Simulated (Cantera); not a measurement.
Input: 1 mol trisilylamine, 0.72 mol NH₃, 0.47 mol H₂, at 1973 K and 39.8 Torr.

These are equilibrium values from Cantera (NASA tables, ideal gas, pure condensed phases), not measurements of a reactor. Candidate condensed phases: Si, Si₃N₄; 18 gas species. The feed counts by its element totals alone. The tables' values for SiN are old estimates; treat these amounts as uncertain. Gases not in the tables: Si₂H₆ and higher silanes. The numbers say what is thermodynamically allowed, not how fast it happens.

Base state: H₂ 0.870, N₂ 0.124, H 0.00547, Si 0.000595, SiH 9.25e-5, SiH₂ 7.90e-5, Si₂N 1.81e-5, SiN 1.34e-5 (mole fractions); condensed: Si(l).

### Question
What changes in the equilibrium state with this change: temperature from 1973 K to 1650 K?

### Answer
| species | before | after |
|---|---|---|
| H₂ | 0.870 | 0.987 |
| N₂ | 0.124 | 0.0130 |
| H | 0.00547 | 0.000392 |
| SiH₂ | 7.90e-5 | 8.54e-6 |
| SiN | 1.34e-5 | 9.54e-8 |
| Si | 0.000595 | 5.05e-6 |
| Si(l), mol | 2.99 | 0 |
| Si(s), mol | 0 | 1.83 |
| Si₃N₄(s), mol | 0 | 0.390 |
Mutual solubility and eutectic melting of coexisting phases are not modelled.
